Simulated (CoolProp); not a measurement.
Vapour-liquid equilibrium of n-pentane (1) + toluene (2) at 0.762 MPa; x and y are mole fractions of (1).

Model: multi-fluid Helmholtz-energy mixture model, Thol 2019 and Lemmon 2006; pair parameters Bell 2016, in CoolProp.

```
x     bubble temperature (K)  y at the bubble point  dew temperature at overall composition x (K)  liquid density (mol/L)
----  ----------------------  ---------------------  --------------------------------------------  ----------------------
0.05                   463.7                  0.184                                         471.4                   7.403
0.15                   446.6                  0.445                                         465.7                   7.508
0.25                   433.3                  0.608                                         459.7                   7.560
0.35                   422.9                  0.716                                         453.3                   7.573
0.45                   414.5                  0.790                                         446.2                   7.559
0.55                   407.6                  0.846                                         438.3                   7.524
0.65                   401.6                  0.890                                         429.4                   7.475
0.75                   396.3                  0.926                                         419.2                   7.414
0.85                   391.5                  0.958                                         407.1                   7.345
0.95                   386.9                  0.986                                         392.7                   7.270
```

No azeotrope shows between x = 0.05 and 0.95.

The pair parameters rest on a limited set of measurements; away from them the model extrapolates.
